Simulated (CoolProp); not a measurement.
Properties of R227EA at several states (Tc = 101.8 °C, pc = 2.925 MPa, ω = 0.358).

The numbers come from the reference Helmholtz-energy equation of state, Lemmon 2016 in CoolProp.

```json
[
 {"T (°C)": "137.75", "p (MPa)": "15.4", "phase": "supercritical", "Z": "0.7045", "Joule-Thomson coefficient (K/MPa)": "0.3160", "conductivity (mW/(m K))": "49.0", "Prandtl number": "2.79"},
 {"T (°C)": "-121.15", "p (MPa)": "2.17", "phase": "liquid", "Z": "0.1565", "Joule-Thomson coefficient (K/MPa)": "-0.4498", "conductivity (mW/(m K))": "91.7", "Prandtl number": "28.0"},
 {"T (°C)": "187.35", "p (MPa)": "5.9", "phase": "supercritical", "Z": "0.6775", "Joule-Thomson coefficient (K/MPa)": "4.915", "conductivity (mW/(m K))": "34.4", "Prandtl number": "1.02"},
 {"T (°C)": "67.05", "p (MPa)": "5.97", "phase": "liquid", "Z": "0.2861", "Joule-Thomson coefficient (K/MPa)": "0.1720", "conductivity (mW/(m K))": "53.2", "Prandtl number": "3.82"}
]
```

Viscosity comes from a separate model (Huber 2003), an estimate that may be off by 10 % or more. Thermal conductivity comes from a separate model (Huber 2003), an estimate that may be off by 10 % or more.
